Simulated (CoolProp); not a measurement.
Vapour-liquid equilibrium of R13 (1) + R11 (2) at 0.0284 MPa; x and y are mole fractions of (1).

Model: multi-fluid Helmholtz-energy mixture model, Platzer 1990 and Jacobsen 1992; pair parameters Bell 2016, in CoolProp. This equation is an older, rougher fit; its heat capacities, sound speeds and derivatives of the liquid may be far off and weren't checked against measurements.

Question: Give the bubble temperature and the first vapour's composition at x = 0.2, 0.35, 0.65. Is there an azeotrope?

Answer: x = 0.2: -86.5 °C, y = 0.996; x = 0.35: -93.3 °C, y = 0.998; x = 0.65: -98.1 °C, y = 0.999. No azeotrope shows between x = 0.05 and 0.95.

The pair parameters rest on a limited set of measurements; away from them the model extrapolates. With so large a gap from Raoult's law the liquid may split in two, which this calculation doesn't test in full.
